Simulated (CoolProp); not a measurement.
Octamethyltrisiloxane (MDM) at several states: fugacity coefficient from the reference equation and from simpler models built on Tc = 292.2 °C, pc = 14.38 bar, ω = 0.528; each cubic takes its own stable root.

Computed with CoolProp (reference Helmholtz-energy equation of state, Thol 2017).

```
T (°C)  p (bar)   phase  reference  Redlich-Kwong  Soave-Redlich-Kwong  Peng-Robinson
------  -------  ------  ---------  -------------  -------------------  -------------
-22.85     13.8  liquid   8.671e-6      0.0004546             1.123e-5       1.389e-5
186.35    0.483     gas     0.9754         0.9795               0.9762         0.9747
267.15     2.29     gas     0.9371         0.9388               0.9362         0.9303
224.95    0.201     gas     0.9925         0.9932               0.9924         0.9918
-57.25     1.92  liquid   8.131e-7      0.0001679             1.307e-6       1.897e-6
37.15     0.583  liquid    0.01832         0.1843              0.01923        0.02114
```
